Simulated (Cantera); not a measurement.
Cantera run:

```python
import numpy as np
import cantera as ct

gas_names = """
    H H2 N NH NH2 NH3 N2 N2H2 N2H4 Zr ZrN
""".split()
cond_names = """
    Zr(a) Zr(b) Zr(L) ZrN(s) ZrN(L)
""".split()


def load(file, names, dense=False):
    # The tables refer to 1 bar. Condensed volumes are neglected.
    table = {s.name: s for s in ct.Species.list_from_file(file)}
    out = []
    for n in names:
        d = dict(table[n].input_data)
        d["thermo"] = dict(d["thermo"], **{"reference-pressure": 1e5})
        if dense:
            d["equation-of-state"] = {"model": "constant-volume", "density": "1e6 g/cm^3"}
        out.append(ct.Species.from_dict(d))
    return out


gas = ct.Solution(thermo="ideal-gas", species=load("nasa_gas.yaml", gas_names))
cond = {s.name: ct.Solution(thermo="fixed-stoichiometry", species=[s], name=s.name)
        for s in load("nasa_condensed.yaml", cond_names, dense=True)}
atoms = {
    'Zr': {'Zr': 1},
    'NH3': {'N': 1, 'H': 3},
}
top_T = {}  # K; cautious upper limits of use, not melting points


def equilibrate(T, P, feed):
    n = {}
    for name, mol in feed.items():
        for a, k in atoms[name].items():
            n[a] = n.get(a, 0.0) + k * mol
    gas.TPX = T, P, n
    mass = sum(n.values()) * gas.mean_molecular_weight
    gas.equilibrate("TP")
    valid = [c for c in cond.values() if c.min_temp <= T <= top_T.get(c.name, c.max_temp)]
    mix = ct.Mixture([(gas, mass / gas.mean_molecular_weight)] + [(c, 0.0) for c in valid])
    mix.T, mix.P = T, P
    mix.equilibrate("TP", solver="vcs", rtol=1e-11, max_steps=5000)
    return mix


results = []
P = 0.34  # Pa
for T in [1898, 1948, 1998, 2048, 2098, 2148, 2198, 2248, 2298, 2348, 2398, 2448]:
    for m in [0.48, 0.7, 1, 1.5, 2.2, 3.2, 4.7, 6.9, 10, 15]:
        feed = {'Zr': 1, 'NH3': m}  # mol
        mix = equilibrate(T, P, feed)
        results.append((T, P, feed, dict(zip(mix.species_names, mix.species_moles))))

for T, P, feed, n in results:
    print(f"{T:7g} {feed['NH3']:10.4g}  " + (" + ".join(c for c in cond_names if n.get(c, 0) > 1e-12) or "gas only"))
```

It prints:

```
   1898       0.48  Zr(b) + ZrN(s)
   1898        0.7  Zr(b) + ZrN(s)
   1898          1  ZrN(s)
   1898        1.5  ZrN(s)
   1898        2.2  ZrN(s)
   1898        3.2  ZrN(s)
   1898        4.7  ZrN(s)
   1898        6.9  ZrN(s)
   1898         10  ZrN(s)
   1898         15  ZrN(s)
   1948       0.48  Zr(b) + ZrN(s)
   1948        0.7  Zr(b) + ZrN(s)
   1948          1  ZrN(s)
   1948        1.5  ZrN(s)
   1948        2.2  ZrN(s)
   1948        3.2  ZrN(s)
   1948        4.7  ZrN(s)
   1948        6.9  ZrN(s)
   1948         10  ZrN(s)
   1948         15  ZrN(s)
   1998       0.48  Zr(b) + ZrN(s)
   1998        0.7  Zr(b) + ZrN(s)
   1998          1  ZrN(s)
   1998        1.5  ZrN(s)
   1998        2.2  ZrN(s)
   1998        3.2  ZrN(s)
   1998        4.7  ZrN(s)
   1998        6.9  ZrN(s)
   1998         10  ZrN(s)
   1998         15  ZrN(s)
   2048       0.48  Zr(b) + ZrN(s)
   2048        0.7  Zr(b) + ZrN(s)
   2048          1  ZrN(s)
   2048        1.5  ZrN(s)
   2048        2.2  ZrN(s)
   2048        3.2  ZrN(s)
   2048        4.7  ZrN(s)
   2048        6.9  ZrN(s)
   2048         10  ZrN(s)
   2048         15  ZrN(s)
   2098       0.48  Zr(b) + ZrN(s)
   2098        0.7  Zr(b) + ZrN(s)
   2098          1  ZrN(s)
   2098        1.5  ZrN(s)
   2098        2.2  ZrN(s)
   2098        3.2  ZrN(s)
   2098        4.7  ZrN(s)
   2098        6.9  ZrN(s)
   2098         10  ZrN(s)
   2098         15  ZrN(s)
   2148       0.48  Zr(L) + ZrN(s)
   2148        0.7  Zr(L) + ZrN(s)
   2148          1  ZrN(s)
   2148        1.5  ZrN(s)
   2148        2.2  ZrN(s)
   2148        3.2  ZrN(s)
   2148        4.7  ZrN(s)
   2148        6.9  ZrN(s)
   2148         10  ZrN(s)
   2148         15  ZrN(s)
   2198       0.48  Zr(L) + ZrN(s)
   2198        0.7  Zr(L) + ZrN(s)
   2198          1  ZrN(s)
   2198        1.5  ZrN(s)
   2198        2.2  ZrN(s)
   2198        3.2  ZrN(s)
   2198        4.7  ZrN(s)
   2198        6.9  ZrN(s)
   2198         10  ZrN(s)
   2198         15  ZrN(s)
   2248       0.48  Zr(L) + ZrN(s)
   2248        0.7  Zr(L) + ZrN(s)
   2248          1  ZrN(s)
   2248        1.5  ZrN(s)
   2248        2.2  ZrN(s)
   2248        3.2  ZrN(s)
   2248        4.7  ZrN(s)
   2248        6.9  ZrN(s)
   2248         10  ZrN(s)
   2248         15  ZrN(s)
   2298       0.48  Zr(L) + ZrN(s)
   2298        0.7  Zr(L) + ZrN(s)
   2298          1  ZrN(s)
   2298        1.5  ZrN(s)
   2298        2.2  ZrN(s)
   2298        3.2  ZrN(s)
   2298        4.7  ZrN(s)
   2298        6.9  ZrN(s)
   2298         10  gas only
   2298         15  gas only
   2348       0.48  Zr(L) + ZrN(s)
   2348        0.7  Zr(L) + ZrN(s)
   2348          1  ZrN(s)
   2348        1.5  ZrN(s)
   2348        2.2  ZrN(s)
   2348        3.2  gas only
   2348        4.7  gas only
   2348        6.9  gas only
   2348         10  gas only
   2348         15  gas only
   2398       0.48  Zr(L)
   2398        0.7  Zr(L)
   2398          1  gas only
   2398        1.5  gas only
   2398        2.2  gas only
   2398        3.2  gas only
   2398        4.7  gas only
   2398        6.9  gas only
   2398         10  gas only
   2398         15  gas only
   2448       0.48  gas only
   2448        0.7  gas only
   2448          1  gas only
   2448        1.5  gas only
   2448        2.2  gas only
   2448        3.2  gas only
   2448        4.7  gas only
   2448        6.9  gas only
   2448         10  gas only
   2448         15  gas only
```

These are equilibrium values from Cantera (NASA tables, ideal gas, pure condensed phases), not measurements of a reactor. Mutual solubility and eutectic melting of coexisting phases are not modelled. ZrN: taken at fixed stoichiometry. Condensed phases not in the tables: N, O or C dissolved in the metal.
